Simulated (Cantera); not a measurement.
An isothermal, constant-pressure homogeneous reactor starts with CH4 : H2 = 0.0059 : 1 (molar parts), at 1648 K and 10.00 Torr. Integrator tolerance rtol = 1e-08.

Cantera simulation using GRI-Mech 3.0 (53 species, 325 reactions); the numbers are that mechanism's predictions, not measurements. GRI-Mech 3.0 stops at C3 and has no aromatics, soot or wall deposition, so with more carbon than oxygen in the feed, carbon stays in small species such as C2H2 where larger ones or solid carbon would form. Radical loss at walls, strong at low pressure, is not modelled.

Task: What does this change do: CH4 0.0059 to 0.042 parts?

Result: 
| quantity | before | after |
|---|---|---|
| x(CH4) at 2.00 s | 0.00493 (gas-phase equilibrium 0.000140) | 0.0177 (gas-phase equilibrium 0.000355) |
| x(H2) at 2.00 s | 0.994 (gas-phase equilibrium 0.996) | 0.971 (gas-phase equilibrium 0.980) |
| x(C2H2) at 2.00 s | 0.000427 (gas-phase equilibrium 0.00284) | 0.0107 (gas-phase equilibrium 0.0192) |
| x(C2H6) at 2.00 s | 7.45e-8 (gas-phase equilibrium 1.14e-10) | 8.69e-7 (gas-phase equilibrium 7.43e-10) |
| x(CH2) at 2.00 s | 5.19e-8 (gas-phase equilibrium 1.69e-9) | 1.49e-7 (gas-phase equilibrium 4.36e-9) |
| x(H) at 2.00 s | 0.000732 (gas-phase equilibrium 0.000775) | 0.000657 (gas-phase equilibrium 0.000769) |

Task: What does this change do: temperature 1648 to 2500 K?

Result: 
```json
[
 {"quantity": "x(CH4) at 2.00 s", "before": "0.00493 (gas-phase equilibrium 0.000140)", "after": "7.01e-7 (gas-phase equilibrium 6.98e-7)"},
 {"quantity": "x(H2) at 2.00 s", "before": "0.994 (gas-phase equilibrium 0.996)", "after": "0.802 (gas-phase equilibrium 0.801)"},
 {"quantity": "x(C2H2) at 2.00 s", "before": "0.000427 (gas-phase equilibrium 0.00284)", "after": "0.00258 (gas-phase equilibrium 0.00258)"},
 {"quantity": "x(C2H6) at 2.00 s", "before": "7.45e-8 (gas-phase equilibrium 1.14e-10)", "after": "<1e-12 (gas-phase equilibrium <1e-12)"},
 {"quantity": "x(CH2) at 2.00 s", "before": "5.19e-8 (gas-phase equilibrium 1.69e-9)", "after": "1.20e-6 (gas-phase equilibrium 1.21e-6)"},
 {"quantity": "x(H) at 2.00 s", "before": "0.000732 (gas-phase equilibrium 0.000775)", "after": "0.195 (gas-phase equilibrium 0.196)"}
]
```
